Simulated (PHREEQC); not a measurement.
**Acid mine or pickling water: speciation**

Synthetic water in mmol/kgw, 25 °C, pH 4.12, pe 10.6: Na 2.6; K 0.977; Ca 1.81; Mg 0.235; Cl 2.98; S(6) 2.49; O(0) (counted as O atoms) 0.00511.

Cl is adjusted to close the charge balance.
Valence states are taken as typed.

All values are PHREEQC results (ion-association model, wateq4f.dat), not measurements.

Each row changes one thing in this solution. Precipitation was switched off in this run.

```csv
case,ionic strength (mol/kgw),SO4-2 (mol/kgw),Ca+2 (mol/kgw),CaSO4 (mol/kgw),Mg+2 (mol/kgw),MgSO4 (mol/kgw),SI of Gypsum (CaSO4:2H2O),SI of Halite (NaCl)
as made,0.0109,0.00213,0.00153,0.000281,0.000193,4.20e-5,-1.27,-6.82
all concentrations times 3 at the same typed pH,0.0302,?,0.00411,0.00132,0.000509,0.000196,-0.59,-5.93
Ca from 1.81 to 5.43 mmol/kgw,0.0206,?,0.00483,0.000595,0.000205,3.00e-5,-0.94,-6.29
temperature from 25 to 55 °C at the same typed pH,0.0106,0.00204,?,0.000325,0.000167,6.78e-5,-1.26,-6.88
```

### Question
Complete the blanks.

### Answer

- all concentrations times 3 at the same typed pH, SO4-2 (mol/kgw): 0.00575
- Ca from 1.81 to 5.43 mmol/kgw, SO4-2 (mol/kgw): 0.00184
- temperature from 25 to 55 °C at the same typed pH, Ca+2 (mol/kgw): 0.00148

Constants without temperature data keep their 25 °C values here.
